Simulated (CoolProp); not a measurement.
Properties of dimethyl carbonate at several states.

The numbers come from the reference Helmholtz-energy equation of state, Zhou 2011 in CoolProp.

| T (K) | p (kPa) | phase | density (kg/m³) | cp (kJ/(kg K)) | cv (kJ/(kg K)) | speed of sound (m/s) |
|---|---|---|---|---|---|---|
| 320.6 | 5510 | liquid | 1039 | 1.860 | 1.375 | 1133 |
| 348.5 | 26200 | liquid | 1026 | 1.884 | 1.428 | 1126 |
| 428.7 | 27900 | liquid | 930.6 | 2.045 | 1.575 | 893.9 |
| 376 | 118 | gas | 3.506 | 1.403 | 1.296 | 187.8 |
| 554.4 | 14700 | liquid | 697.4 | 2.534 | 1.794 | 445.5 |
